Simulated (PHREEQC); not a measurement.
A made-up water analysis in mmol/kgw, 30 °C, pH 4.04, pe 9.9: Na 3.6; K 1.07; Ca 0.75; Mg 1.29; Cl 1.84; S(6) 3.64; Cd 0.0812; Cu(2) 0.00116; Al 0.00115; Mn(2) 0.207; Pb 0.00321.

Cl is adjusted to close the charge balance.
Valence states are taken as typed.

Equilibrium calculation in PHREEQC: ion-association model, wateq4f.dat.

Question: The ionic strength comes out as 0.0132 mol/kgw. What activity coefficients do CdCl+, Mg+2, Ca+2, Mn+2, H+ get?

Answer: CdCl+ 0.89, Mg+2 0.64, Ca+2 0.64, Mn+2 0.64, H+ 0.90.

No solid was allowed to form. Species that the database lacks are ignored.
